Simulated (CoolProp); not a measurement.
p-xylene along the isobar 2.34 MPa: fugacity coefficient from the reference equation and from simpler models built on Tc = 616.2 K, pc = 3.532 MPa, ω = 0.324; each cubic takes its own stable root.

Model: reference Helmholtz-energy equation of state, Zhou 2012, in CoolProp.

```json
[
 {"T (K)": "390.3", "phase": "liquid", "reference": "0.02532"},
 {"T (K)": "395", "phase": "liquid", "reference": "0.02902"},
 {"T (K)": "399.7", "phase": "liquid", "reference": "0.03312"},
 {"T (K)": "404.5", "phase": "liquid", "reference": "0.03775"},
 {"T (K)": "409.2", "phase": "liquid", "reference": "0.04276"},
 {"T (K)": "414", "phase": "liquid", "reference": "0.04837"},
 {"T (K)": "418.7", "phase": "liquid", "reference": "0.05438"},
 {"T (K)": "423.5", "phase": "liquid", "reference": "0.06108"},
 {"T (K)": "428.2", "phase": "liquid", "reference": "0.06821"},
 {"T (K)": "433", "phase": "liquid", "reference": "0.07611"},
 {"T (K)": "437.7", "phase": "liquid", "reference": "0.08447"},
 {"T (K)": "442.4", "phase": "liquid", "reference": "0.09348"},
 {"T (K)": "447.2", "phase": "liquid", "reference": "0.1034"},
 {"T (K)": "451.9", "phase": "liquid", "reference": "0.1137"},
 {"T (K)": "456.7", "phase": "liquid", "reference": "0.1251"}
]
```

Question: How far does each simpler model (van der Waals, Redlich-Kwong, Soave-Redlich-Kwong, Peng-Robinson) lie from the reference over these 15 states: mean and median of the absolute difference, and the worst?

Answer: 
- van der Waals: mean 368.8 %, median 342.2 %, worst +628.3 % at 390.3 K and 2.34 MPa
- Redlich-Kwong: mean 91.7 %, median 89.8 %, worst +125.9 % at 390.3 K and 2.34 MPa
- Soave-Redlich-Kwong: mean 2.1 %, median 2.2 %, worst +3.7 % at 456.7 K and 2.34 MPa
- Peng-Robinson: mean 0.8 %, median 0.8 %, worst +1.4 % at 456.7 K and 2.34 MPa
